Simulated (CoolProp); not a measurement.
Vapour-liquid equilibrium of CH2F2 (R32) (1) + R1234ze(E) (2) at 40.25 °C; x and y are mole fractions of (1).

Model: multi-fluid Helmholtz-energy mixture model, Tillner-Roth 1997 and Thol 2016; pair parameters Bell 2023, in CoolProp.

Give the bubble pressure and the first vapour's composition at x = 0.05, 0.35, 0.95. Is there an azeotrope?

x = 0.05: 8.618 bar, y = 0.129; x = 0.35: 13.93 bar, y = 0.578; x = 0.95: 24.01 bar, y = 0.973. No azeotrope shows between x = 0.05 and 0.95.

The pair parameters rest on a limited set of measurements; away from them the model extrapolates. The gap from Raoult's law changes sign with composition, which may be real or a fault of the pair parameters; it wasn't checked against measurements.
